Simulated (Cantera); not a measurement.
Input: 1 mol Fe(CO)5, 0.51 mol CO, 7.9 mol H2, held at 1000 K and 345 Torr.

Method: chemical equilibrium by Gibbs-energy minimisation in Cantera with the NASA 1993 tables (ideal gas, pure condensed phases). Candidate condensed phases: C, C6H6, C7H8, C8H18, Fe, Fe(CO)5, FeO, Fe(OH)2, Fe(OH)3, Fe2O3, Fe3O4, H2O; 114 gas species. Condensed phases not in the tables: cementite and carbon dissolved in iron. Rates play no part.

Base state: H2 0.572, CO 0.346, H2O 0.0360, CO2 0.0312, CH4 0.0144 (mole fractions); condensed: C(graphite) + Fe(α).

Question: What changes in the equilibrium state with this change: CO from 0.51 to 7.5 mol?

Answer: 
```
species           before    after
----------------  ------  -------
CO                 0.346    0.509
H2                 0.572    0.382
CO2               0.0312   0.0676
CH4               0.0144  0.00639
H2O               0.0360   0.0353
C(graphite), mol   0.655     1.78
Fe(α), mol          1.00     1.00
```

Question: What changes in the equilibrium state with this change: temperature from 1000 K to 1450 K?

Answer: 
```tsv
species	before	after
H2	0.572	0.588
CO	0.346	0.411
CH4	0.0144	0.000432
H2O	0.0360	0.000338
CO2	0.0312	9.91e-5
H	2.53e-9	1.07e-5
C(graphite), mol	0.655	0
Fe(α), mol	1.00	0
Fe(γ), mol	0	1.000
```
